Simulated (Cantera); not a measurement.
A perfectly stirred reactor is fed with N2O = 1 (molar parts), at 0.0681 atm; it is held at 1375 K, and followed from long to short residence time.

Model: GRI-Mech 3.0 (53 species, 325 reactions), integrated in Cantera. GRI-Mech 3.0 was tuned for natural gas; its chemistry of N2O as a main component is partial and can be far from experiment. The mechanism lacks the step 2 NO + O2 → 2 NO2, which can matter for NO2 below about 1400 K. The temperature is held fixed by assumption; the heat of reaction is taken as removed at once.

### Question
What does this change do: pressure from 0.0681 atm to 0.987 atm?

### Answer
```
quantity                before     after
---------------------  -------  --------
x(N2O) at τ = 1.30 s     0.405    0.0672
x(NO2) at τ = 1.30 s   4.64e-5  0.000495
x(O) at τ = 1.30 s     1.87e-5   6.52e-6
x(NO) at τ = 1.30 s     0.0722    0.0599
x(N2) at τ = 1.30 s      0.360     0.592
x(N2O) at τ = 62.0 ms    0.934     0.528
x(NO2) at τ = 62.0 ms  3.48e-6  0.000413
x(O) at τ = 62.0 ms    1.92e-5   1.52e-5
x(NO) at τ = 62.0 ms   0.00812    0.0523
x(N2) at τ = 62.0 ms    0.0400     0.288
```
